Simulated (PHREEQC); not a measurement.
Hard or scaling water

A solution holds 14 mmol/kgw CaCl2, 1.9 mmol/kgw CO2 and 0.29 mmol/kgw NaCl, at 20 °C. Closed to the air; pH follows from the charge balance.

Computed with PHREEQC (ion-association model, wateq4f.dat).

Precipitation was switched off in this run.

**Question.** What pH does the model give?

**Answer.** pH 4.53.

**Question.** In which forms is C present?

**Answer.** CO2 98 %, HCO3- 1.7 % of the C.
